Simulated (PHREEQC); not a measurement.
A solution holds 0.25 mol NaHCO3 and 3.3e-05 mol K2HPO4 per kg of water, at 20 °C. Closed to the air; pH follows from the charge balance.

All values are PHREEQC results (ion-association model, phreeqc.dat), not measurements.

Question: The ionic strength comes out as 0.234 mol/kgw. What activity coefficients do Na+, NaCO3-, CO3-2, K+, HPO4-2 get?

Answer: Na+ 0.74, NaCO3- 0.74, CO3-2 0.30, K+ 0.70, HPO4-2 0.28.

This is a speciation only: nothing precipitates in the calculation. Species that the database lacks are ignored.
